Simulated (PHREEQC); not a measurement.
Solution (25 °C): 0.0027 mol CuCl2, 0.049 mol HNO3 and 0.22 mol NaCl per kg of water. Closed to the air; pH follows from the charge balance.

The numbers come from PHREEQC with the ion-association model, phreeqc.dat.

This is a speciation only: nothing precipitates in the calculation.

Q: Order these Cu species by the share of Cu that they hold, largest first: Cu+2, CuCl2, CuCl+.

A: Cu+2 (84 %), CuCl+ (15 %), CuCl2 (0.82 %)

The pH is 1.42 and the ionic strength 0.276 mol/kgw.
